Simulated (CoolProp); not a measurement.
Saturation properties of R13.

Computed with CoolProp (reference Helmholtz-energy equation of state, Platzer 1990). This equation is an older, rougher fit; its heat capacities, sound speeds and derivatives of the liquid may be far off and weren't checked against measurements.

| T (K) | p (bar) | liquid density (kg/m³) | enthalpy of vaporisation (kJ/kg) | vapour Z | vapour viscosity (µPa s) | liquid conductivity (mW/(m K)) |
|---|---|---|---|---|---|---|
| 178 | 0.4557 | 1572 | 155.5 | ___ | 8.55 | 97.4 |
| 182 | 0.5833 | 1557 | ___ | 0.9720 | 8.75 | 95.3 |
| 186.1 | 0.7419 | 1542 | 151.9 | 0.9668 | 8.94 | 93.2 |
| 190.1 | ___ | 1526 | 150.1 | 0.9612 | 9.14 | 91.1 |
| 194.1 | 1.148 | 1511 | 148.1 | 0.9550 | 9.33 | 89.1 |
| 198.2 | 1.413 | 1495 | 146.1 | 0.9479 | 9.53 | 86.9 |
| 202.2 | 1.716 | 1480 | 144.1 | 0.9404 | 9.72 | 84.9 |
| 206.3 | 2.076 | 1463 | 142.0 | 0.9321 | 9.92 | 82.8 |
| 210.3 | 2.479 | 1447 | 139.8 | 0.9232 | 10.1 | 80.7 |
| 214.3 | ___ | 1430 | 137.6 | ___ | 10.3 | 78.7 |
| 218.4 | 3.476 | 1413 | 135.2 | ___ | 10.5 | 76.6 |
| 222.4 | 4.068 | 1396 | 132.8 | 0.8924 | 10.8 | 74.6 |
| 226.5 | 4.749 | 1378 | 130.2 | 0.8804 | 11.0 | 72.6 |
| 230.5 | 5.491 | 1359 | 127.6 | 0.8680 | ___ | ___ |

Complete the blanks.


- 178, vapour Z: 0.9766
- 182, enthalpy of vaporisation (kJ/kg): 153.8
- 190.1, p (bar): 0.9275
- 214.3, p (bar): 2.940
- 214.3, vapour Z: 0.9137
- 218.4, vapour Z: 0.9033
- 230.5, vapour viscosity (µPa s): 11.2
- 230.5, liquid conductivity (mW/(m K)): 70.6

It boils at 191.7 K under 1 atm.

Viscosity comes from a separate model (Huber 2003), an estimate that may be off by 10 % or more. Thermal conductivity comes from a separate model (Huber 2003), an estimate that may be off by 10 % or more.
